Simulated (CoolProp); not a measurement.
The fluid at 298.15 K and 0.424 MPa is throttled through a valve to 0.151 MPa with no heat exchange. The same conditions are run with several fluids, on thermodynamics alone (safety and materials aside).

The numbers come from the reference Helmholtz-energy equation of state of each fluid (ethylene: Smukala 2000; cyclopropane: Polt 1992; ammonia: Gao 2020; carbon monoxide: Lemmon 2006; R143a: Lemmon and Jacobsen 2000) in CoolProp. The equations of Platzer and Polt are older, rougher fits.

| fluid | temperature change (K) | final density (kg/m³) |
|---|---|---|
| ethylene | -2.8 | … |
| cyclopropane | … | … |
| ammonia | -8.0 | … |
| carbon monoxide | … | … |
| R143a | … | … |

Problem. Some entries are withheld; supply them.

Solution. 
- ethylene, final density (kg/m³): 1.74
- cyclopropane, temperature change (K): -7.1
- cyclopropane, final density (kg/m³): 2.70
- ammonia, final density (kg/m³): 1.09
- carbon monoxide, temperature change (K): -0.7
- carbon monoxide, final density (kg/m³): 1.71
- R143a, temperature change (K): -5.4
- R143a, final density (kg/m³): 5.36
